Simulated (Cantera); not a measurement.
## Hydrocarbon pyrolysis for carbon deposition

A perfectly stirred reactor is fed with 6.67 % C₃H₈, 93.3 % H₂, at 0.230 bar; it is held at 1675 K, and followed from long to short residence time.

Cantera simulation using GRI-Mech 3.0 (53 species, 325 reactions); the numbers are that mechanism's predictions, not measurements. GRI-Mech 3.0 was tuned for natural gas; its chemistry of propane as a main component is partial and can be far from experiment. GRI-Mech 3.0 stops at C3 and has no aromatics, soot or wall deposition, so with more carbon than oxygen in the feed, carbon stays in small species such as C2H2 where larger ones or solid carbon would form.

```csv
τ (s),x C₃H₈,x H₂,x C₂H₄,x H,x CH₄,x CH₂
11,2.38e-7,0.909,0.000963,0.000237,0.0120,1.64e-8
3.5,7.41e-7,0.907,0.000958,0.000243,0.0162,2.32e-8
1.1,2.31e-6,0.903,0.000974,0.000257,0.0231,3.68e-8
0.37,6.58e-6,0.898,0.00106,0.000284,0.0314,6.06e-8
0.12,1.86e-5,0.893,0.00134,0.000340,0.0398,1.08e-7
0.039,5.02e-5,0.888,0.00200,0.000434,0.0471,2.02e-7
0.013,0.000127,0.885,0.00341,0.000570,0.0530,3.80e-7
0.0042,0.000323,0.881,0.00639,0.000761,0.0579,7.07e-7
0.0014,0.000795,0.878,0.0119,0.000993,0.0612,1.24e-6
0.00044,0.00206,0.877,0.0214,0.00127,0.0623,2.13e-6
```
x: mole fraction; the columns are a selection and need not sum to one.
